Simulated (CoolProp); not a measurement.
Aqueous potassium carbonate as a coolant, 30 % by mass, freezing at -18.6 °C, 1 atm.

Model: Melinder's fits for secondary coolants, in CoolProp.

| T (°C) | density (kg/m³) | Prandtl number | viscosity (mPa s) | cp (kJ/(kg K)) |
|---|---|---|---|---|
| -2 | 1308 | 24.8 | 4.51 | 2.923 |
| 2.1 | 1307 | 21.7 | 3.99 | … |
| 6.2 | 1305 | 19.1 | 3.56 | … |
| 10.3 | 1303 | 17.0 | 3.20 | 2.943 |
| 14.4 | 1301 | 15.3 | … | 2.949 |
| 18.6 | 1299 | 13.7 | 2.63 | 2.956 |
| 22.7 | 1297 | 12.4 | 2.41 | 2.963 |
| 26.8 | 1295 | 11.3 | 2.21 | 2.970 |
| 30.9 | 1293 | 10.3 | 2.03 | 2.978 |
| 35 | 1290 | 9.44 | 1.88 | 2.985 |
| 39.1 | 1288 | 8.64 | 1.73 | 2.992 |

Q: What belongs in the gaps?

A: 
- 2.1, cp (kJ/(kg K)): 2.929
- 6.2, cp (kJ/(kg K)): 2.936
- 14.4, viscosity (mPa s): 2.90
